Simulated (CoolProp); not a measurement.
Vapour-liquid equilibrium of n-hexane (1) + n-decane (2) at 1.81 kPa; x and y are mole fractions of (1).

Computed with CoolProp (multi-fluid Helmholtz-energy mixture model, Thol 2019 and Lemmon 2006; pair parameters Kunz 2012).

```json
[
 {"x": "0.05", "bubble temperature (°C)": "35.3", "y at the bubble point": "0.809", "dew temperature at overall composition x (°C)": "62.3", "liquid density (mol/L)": "5.133"},
 {"x": "0.2", "bubble temperature (°C)": "7.9", "y at the bubble point": "0.977", "dew temperature at overall composition x (°C)": "59.1", "liquid density (mol/L)": "5.567"},
 {"x": "0.35", "bubble temperature (°C)": "-2.7", "y at the bubble point": "0.993", "dew temperature at overall composition x (°C)": "55.4", "liquid density (mol/L)": "5.949"},
 {"x": "0.5", "bubble temperature (°C)": "-9.1", "y at the bubble point": "0.997", "dew temperature at overall composition x (°C)": "50.8", "liquid density (mol/L)": "6.352"},
 {"x": "0.65", "bubble temperature (°C)": "-13.6", "y at the bubble point": "0.999", "dew temperature at overall composition x (°C)": "44.8", "liquid density (mol/L)": "6.795"},
 {"x": "0.8", "bubble temperature (°C)": "-17.0", "y at the bubble point": "0.999", "dew temperature at overall composition x (°C)": "36.0", "liquid density (mol/L)": "7.293"},
 {"x": "0.95", "bubble temperature (°C)": "-19.7", "y at the bubble point": "1.000", "dew temperature at overall composition x (°C)": "17.1", "liquid density (mol/L)": "7.858"}
]
```

No azeotrope shows between x = 0.05 and 0.95.

The pair parameters rest on a limited set of measurements; away from them the model extrapolates.
